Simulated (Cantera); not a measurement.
Feed: 1 mol Si, a varied amount of HCl, 0.11 mol H₂, at 1023 K and 0.00133 bar.

These are equilibrium values from Cantera (NASA tables, ideal gas, pure condensed phases), not measurements of a reactor. Candidate condensed phases: Si; 19 gas species. Kinetics and transport are ignored.

Problem. Which condensed phases are stable at each of these points (n(HCl) (mol)): 1.9, 2.4, 2.9, 3.6, 4.4, 5.4, 6.6, 8.1, 9.9, 12, 15, 18, 22?

Solution. 
```csv
n(HCl) (mol),condensed phases,Si condensed (%)
1.9,Si(s),53.0
2.4,Si(s),40.5
2.9,Si(s),28.1
3.6,Si(s),10.7
4.4,gas only,0.0
5.4,gas only,0.0
6.6,gas only,0.0
8.1,gas only,0.0
9.9,gas only,0.0
12,gas only,0.0
15,gas only,0.0
18,gas only,0.0
22,gas only,0.0
```

From 1.9 mol HCl to 3.6 mol HCl the condensed part is Si(s). From 4.4 mol HCl to 22 mol HCl nothing is condensed.
